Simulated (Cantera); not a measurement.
A closed system holds: 1 mol SiH₂Cl₂, 0.1 mol HCl, 7.2 mol H₂, equilibrated at 2373 K and 17.3 Torr.

These are equilibrium values from Cantera (NASA tables, ideal gas, pure condensed phases), not measurements of a reactor. Candidate condensed phases: Si; 19 gas species. The tables' values for SiCl, SiCl₃ are old estimates; treat these amounts as uncertain. Gases not in the tables: Si₂H₆ and higher silanes. The numbers say what is thermodynamically allowed, not how fast it happens.

Base state: H₂ 0.691, HCl 0.127, H 0.0765, Si 0.0551, SiCl₂ 0.0281, Cl 0.0101, SiCl 0.00835, SiH 0.00225 (mole fractions); condensed: gas only.

What changes in the equilibrium state with this change: pressure from 17.3 Torr to 10.0 Torr?


| species | before | after |
|---|---|---|
| H₂ | 0.691 | 0.660 |
| HCl | 0.127 | 0.134 |
| H | 0.0765 | 0.0983 |
| SiCl₂ | 0.0281 | 0.0211 |
| Cl | 0.0101 | 0.0142 |
| Si | 0.0551 | 0.0619 |
| Si₃ | 0.000116 | 5.52e-5 |
| SiCl₃ | 5.01e-5 | 3.07e-5 |
| SiH₂ | 0.000317 | 0.000197 |
| Si₂ | 0.000877 | 0.000642 |
